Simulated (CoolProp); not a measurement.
Propylene along the isobar 6.48 MPa: density (kg/m³) from the reference equation and from simpler models built on Tc = 364.2 K, pc = 4.555 MPa, ω = 0.146; each cubic takes its own stable root.

The numbers come from the reference Helmholtz-energy equation of state, Lemmon 2013 in CoolProp.

```
T (K)   phase  reference
-----  ------  ---------
182.7  liquid      665.4
190    liquid      657.3
197.3  liquid      649.2
204.6  liquid      641.0
211.9  liquid      632.7
219.3  liquid      624.2
226.6  liquid      615.7
233.9  liquid      607.1
241.2  liquid      598.3
248.6  liquid      589.3
255.9  liquid      580.2
263.2  liquid      570.8
270.5  liquid      561.3
```

Task: How far does each simpler model (Redlich-Kwong, Soave-Redlich-Kwong) lie from the reference over these 13 states: mean and median of the absolute difference, and the worst?

Result: 
- Redlich-Kwong: mean 6.9 %, median 6.7 %, worst -7.8 % at 270.5 K and 6.48 MPa
- Soave-Redlich-Kwong: mean 5.8 %, median 5.8 %, worst -6.2 % at 270.5 K and 6.48 MPa
